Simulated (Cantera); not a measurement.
What does this Cantera script print?

```python
import numpy as np
import cantera as ct

gas_names = """
    C CO CO2 C2 C2O C3 C3O2 C4 C5 O O2 O3 Si SiC SiC2 SiO SiO2 Si2 Si2C Si3
""".split()
cond_names = """
    C(gr) Si(cr) Si(L) SiC(b) SiO2(Lqz) SiO2(hqz) SiO2(L)
""".split()


def load(file, names, dense=False):
    # The tables refer to 1 bar. Condensed volumes are neglected.
    table = {s.name: s for s in ct.Species.list_from_file(file)}
    out = []
    for n in names:
        d = dict(table[n].input_data)
        d["thermo"] = dict(d["thermo"], **{"reference-pressure": 1e5})
        if dense:
            d["equation-of-state"] = {"model": "constant-volume", "density": "1e6 g/cm^3"}
        out.append(ct.Species.from_dict(d))
    return out


gas = ct.Solution(thermo="ideal-gas", species=load("nasa_gas.yaml", gas_names))
cond = {s.name: ct.Solution(thermo="fixed-stoichiometry", species=[s], name=s.name)
        for s in load("nasa_condensed.yaml", cond_names, dense=True)}
atoms = {
    'Si': {'Si': 1},
    'CO2': {'C': 1, 'O': 2},
    'CO': {'C': 1, 'O': 1},
}
top_T = {'C(gr)': 4500, 'SiC(b)': 3050}  # K; cautious upper limits of use, not melting points


def equilibrate(T, P, feed):
    n = {}
    for name, mol in feed.items():
        for a, k in atoms[name].items():
            n[a] = n.get(a, 0.0) + k * mol
    gas.TPX = T, P, n
    mass = sum(n.values()) * gas.mean_molecular_weight
    gas.equilibrate("TP")
    valid = [c for c in cond.values() if c.min_temp <= T <= top_T.get(c.name, c.max_temp)]
    mix = ct.Mixture([(gas, mass / gas.mean_molecular_weight)] + [(c, 0.0) for c in valid])
    mix.T, mix.P = T, P
    mix.equilibrate("TP", solver="vcs", rtol=1e-11, max_steps=5000)
    return mix


results = []
feed = {'Si': 1, 'CO2': 0.06, 'CO': 15}  # mol
P = 1900  # Pa
for T in [1198, 1298, 1398, 1498, 1598, 1698, 1798, 1898, 1998]:
    mix = equilibrate(T, P, feed)
    results.append((T, P, feed, dict(zip(mix.species_names, mix.species_moles))))

top = {s: max(r[3][s] / sum(r[3][g] for g in gas_names) for r in results) for s in gas_names}
cols = sorted((s for s in top if top[s] > 1e-06), key=lambda s: -top[s])[:6]
seen = [c for c in cond_names if any(r[3].get(c, 0) > 1e-12 for r in results)]
print("log10 of partial pressures in bar; condensed amounts in mol")
print(f"{'T/K':>10s}" + "".join(f"{s[:9]:>10s}" for s in cols + seen))
for T, P, feed, n in results:
    ng = sum(n[g] for g in gas_names)
    print(f"{T:10.4g}" + "".join(f"{np.log10(max(n[s] / ng * P / 1e5, 1e-99)):10.3f}" for s in cols)
          + "".join(f"{n.get(c, 0):10.4g}" for c in seen))
```

Output:

```
log10 of partial pressures in bar; condensed amounts in mol
       T/K        CO       SiO       CO2        Si      Si2C      SiC2     C(gr)    SiC(b) SiO2(hqz)
      1198    -1.721   -10.249    -5.154   -19.798   -29.054   -23.973     1.945         0         1
      1298    -1.721    -7.958    -5.719   -16.027   -22.752   -19.657     1.941         0         1
      1398    -1.721    -6.001    -6.199   -12.803   -17.369   -15.969      1.94         0    0.9993
      1498    -1.722    -4.351    -6.574   -10.098   -12.922   -12.946         0    0.6354    0.3307
      1598    -1.733    -3.309    -6.513    -8.528   -11.033   -11.909         0    0.5183   0.09629
      1698    -1.737    -3.177    -6.842    -7.540    -9.765   -10.602         0      0.47         0
      1798    -1.737    -3.177    -7.186    -6.724    -8.703    -9.383         0    0.4699         0
      1898    -1.737    -3.177    -7.492    -5.995    -7.755    -8.295         0    0.4696         0
      1998    -1.737    -3.178    -7.766    -5.340    -6.905    -7.318         0     0.468         0
```

Method: chemical equilibrium by Gibbs-energy minimisation in Cantera with the NASA 1993 tables (ideal gas, pure condensed phases). Mutual solubility and eutectic melting of coexisting phases are not modelled. The tables hold silica as quartz up to 1696 K and as liquid above; real silica turns to tridymite and cristobalite and melts near 1996 K.
